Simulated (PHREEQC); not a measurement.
A column of 1 m (40 cells, dispersivity 0.05 m, 3600 s a shift, diffusion coefficient 3e-10 m²/s) holds 0.0051 eq of the database's cation exchanger X per kg of pore water, first in equilibrium with 0.52 mmol/kgw PbCl2 and 0.01 mmol/kgw HCl. It is flushed with 0.0011 mol/kgw SrCl2 and 1e-05 mol/kgw HCl, at 40 °C. Values are for the last cell. CO2 from the air is kept out. No solid was allowed to form.

Base run: PHREEQC, ion-association model, phreeqc.dat. Each further column changes one thing. The table gives Sr in solution (mol/kgw).

| pore volumes | base | exchange capacity from 0.0051 to 0.0026 eq/kgw | dispersivity from 0.05 to 0.1 m |
|---|---|---|---|
| 0 | 0 | 0 | 0 |
| 0.6875 | 4.96e-12 | 1.91e-8 | 1.28e-8 |
| 1.363 | 6.83e-6 | 0.000118 | 3.51e-5 |
| 1.812 | 7.04e-5 | 0.000404 | 0.000149 |
| 2.487 | 0.000304 | 0.000784 | 0.000390 |
| 3.163 | 0.000575 | 0.000981 | 0.000611 |
| 3.837 | 0.000789 | 0.00106 | 0.000778 |
| 4.513 | 0.000929 | 0.00109 | 0.000894 |
| 5.188 | 0.00101 | 0.00110 | 0.000970 |
| 5.638 | 0.00104 | 0.00110 | 0.00101 |
| 6.312 | 0.00107 | 0.00110 | 0.00104 |
| 6.987 | 0.00109 | 0.00110 | 0.00106 |

Constants without temperature data keep their 25 °C values here.
